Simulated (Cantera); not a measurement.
# HBr + H2 (abatement and gas-phase synthesis)

Input: 1 mol HBr, 0.17 mol H2, equilibrated at 7.20 mbar.

Equilibrium computed with Cantera from the NASA thermochemical tables; the gas is ideal and each condensed phase is pure. Candidate condensed phases: Br2; 5 gas species. Rates play no part.

| T (K) | x HBr | x Br | x H2 | x H | x Br2 |
|---|---|---|---|---|---|
| 1100 | 0.854 | 0.000536 | 0.146 | 1.16e-7 | 7.37e-6 |
| 1250 | 0.849 | 0.00394 | 0.147 | 2.18e-6 | 2.99e-5 |
| 1400 | 0.828 | 0.0183 | 0.153 | 2.24e-5 | 8.40e-5 |
| 1550 | 0.771 | 0.0581 | 0.170 | 0.000153 | 0.000162 |
| 1700 | 0.665 | 0.132 | 0.202 | 0.000780 | 0.000215 |
| 1850 | 0.523 | 0.231 | 0.242 | 0.00313 | 0.000207 |
| 2000 | 0.378 | 0.331 | 0.281 | 0.0102 | 0.000159 |
| 2150 | 0.255 | 0.412 | 0.306 | 0.0275 | 0.000105 |
| 2300 | 0.163 | 0.466 | 0.308 | 0.0633 | 6.39e-5 |
| 2450 | 0.0997 | 0.491 | 0.283 | 0.126 | 3.70e-5 |
| 2600 | 0.0579 | 0.493 | 0.231 | 0.218 | 2.08e-5 |
x: gas mole fraction; nothing condenses.

From 1100 K to 2600 K nothing is condensed.
